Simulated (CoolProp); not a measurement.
Ethanol at several states: density (kg/m³) from the reference equation and from simpler models built on Tc = 514.7 K, pc = 6268 kPa, ω = 0.644; each cubic takes its own stable root.

The numbers come from the reference Helmholtz-energy equation of state, Schroeder 2014 in CoolProp.

| T (K) | p (kPa) | phase | reference | Soave-Redlich-Kwong | Peng-Robinson |
|---|---|---|---|---|---|
| 244.3 | 2770 | liquid | 832.7 | 703.5 | 788.5 |
| 429.7 | 9920 | liquid | 661.3 | 542.3 | 612.1 |
| 298.7 | 10800 | liquid | 793.9 | 672.9 | 755.7 |
| 280.6 | 31.4 | liquid | 800.0 | 680.7 | 764.6 |
| 312.1 | 7090 | liquid | 779.6 | 661.6 | 743.8 |
| 231.2 | 1870 | liquid | 843.2 | 710.2 | 795.6 |
